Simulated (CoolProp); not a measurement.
1,2-dichloroethane at several states: Z from the reference equation and from simpler models built on Tc = 561.6 K, pc = 5226 kPa, ω = 0.269; each cubic takes its own stable root.

Model: reference Helmholtz-energy equation of state, Thol 2015, in CoolProp.

| T (K) | p (kPa) | phase | reference |
|---|---|---|---|
| 492.6 | 8630 | liquid | 0.2245 |
| 451.8 | 3400 | liquid | 0.09025 |
| 401.9 | 14.2 | gas | 0.9972 |
| 465.8 | 49.5 | gas | 0.9939 |

Q: How far does each simpler model (Redlich-Kwong, Soave-Redlich-Kwong) lie from the reference over these 4 states: mean and median of the absolute difference, and the worst?

A: 
- Redlich-Kwong: mean 10.4 %, median 10.0 %, worst +21.3 % at 451.8 K and 3400 kPa
- Soave-Redlich-Kwong: mean 7.9 %, median 7.8 %, worst +15.9 % at 492.6 K and 8630 kPa
